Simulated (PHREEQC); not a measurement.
Dissolve 0.0022 mol Cu(NO3)2, 0.11 mol HNO3 and 0.0027 mol KCl per kg of water at 25 °C. Closed to the air; pH follows from the charge balance.

Equilibrium calculation in PHREEQC: ion-association model, phreeqc.dat.

```json
{
 "pH": "1.05",
 "ionic_strength": "0.119 mol/kgw",
 "specific_conductance": "38900 µS/cm",
 "density": "1.001 g/cm³",
 "total_alkalinity": "-110 meq/kg"
}
```

```json
[
 {"species": "NO3-", "molality": "0.114", "activity": "0.0845", "log γ": "-0.131"},
 {"species": "H+", "molality": "0.110", "activity": "0.0900", "log γ": "-0.087"},
 {"species": "K+", "molality": "0.00270", "activity": "0.00203", "log γ": "-0.124"},
 {"species": "Cl-", "molality": "0.00269", "activity": "0.00203", "log γ": "-0.123"},
 {"species": "Cu+2", "molality": "0.00219", "activity": "0.000836", "log γ": "-0.419"},
 {"species": "CuCl+", "molality": "6.04e-6", "activity": "4.57e-6", "log γ": "-0.121"},
 {"species": "CuCl2", "molality": "4.85e-9", "activity": "4.98e-9", "log γ": "0.012"}
]
```

No solid was allowed to form. Species that the database lacks are ignored.
